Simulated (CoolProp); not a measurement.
Vapour-liquid equilibrium of cyclohexane (1) + m-xylene (2) at 17.25 °C; x and y are mole fractions of (1).

Computed with CoolProp (multi-fluid Helmholtz-energy mixture model, Zhou 2014 and Zhou 2012; pair parameters Bell 2016).

```tsv
x	bubble pressure, mixture model (kPa)	bubble pressure, Raoult's law (kPa)	y, mixture model	y, Raoult's law
0.05	1.320	1.122	0.493	0.404
0.15	2.461	1.959	0.755	0.695
0.25	3.479	2.797	0.845	0.811
0.35	4.382	3.634	0.891	0.874
0.45	5.189	4.472	0.919	0.913
0.55	5.924	5.309	0.939	0.940
0.65	6.613	6.146	0.955	0.960
0.75	7.285	6.984	0.968	0.975
0.85	7.968	7.821	0.981	0.987
0.95	8.691	8.658	0.993	0.996
```

The largest gap from Raoult's law is +25.6 % in bubble pressure, at x = 0.15. No azeotrope shows between x = 0.05 and 0.95.

The pair parameters rest on a limited set of measurements; away from them the model extrapolates.
